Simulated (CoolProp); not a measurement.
A single-stage vapour-compression cycle with fluoroethane (R161): evaporating at 206.15 K (dew point), condensing at 255.15 K (bubble point), superheat 5 K, subcooling 0 K, compressor efficiency 0.65, no pressure losses. Each further row changes one setting.

Computed with CoolProp (reference Helmholtz-energy equation of state, Wu 2012).

```
case                              cooling COP  pressure ratio  discharge temperature (K)  refrigerating effect (kJ/kg)  volumetric capacity (kJ/m³)
--------------------------------  -----------  --------------  -------------------------  ----------------------------  ---------------------------
as stated                                2.25            11.0                      349.7                           364                          210
evaporating temperature 211.15 K          [?]            8.13                      338.0                           368                          283
condensing temperature 250.15 K          2.55            9.05                        [?]                           374                          216
subcooling 5 K                            [?]            11.0                      349.7                           374                          216
superheat 15 K                            [?]            11.0                        [?]                           374                          206
compressor efficiency 0.55                [?]            11.0                        [?]                           364                          210
```

**Question.** What belongs in the gaps?

**Answer.** 
- evaporating temperature 211.15 K, cooling COP: 2.62
- condensing temperature 250.15 K, discharge temperature (K): 338.2
- subcooling 5 K, cooling COP: 2.31
- superheat 15 K, cooling COP: 2.21
- superheat 15 K, discharge temperature (K): 361.8
- compressor efficiency 0.55, cooling COP: 1.90
- compressor efficiency 0.55, discharge temperature (K): 370.0
